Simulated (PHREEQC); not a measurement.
Consider water at 25 °C with 0.013 mol/kgw KNO3 and 0.018 mol/kgw NaBr. Closed to the air; pH follows from the charge balance.

Model: ion-association model, phreeqc.dat, run in PHREEQC.

This is a speciation only: nothing precipitates in the calculation.

Question: Estimate the specific conductance.

Answer: specific conductance 3690 µS/cm.
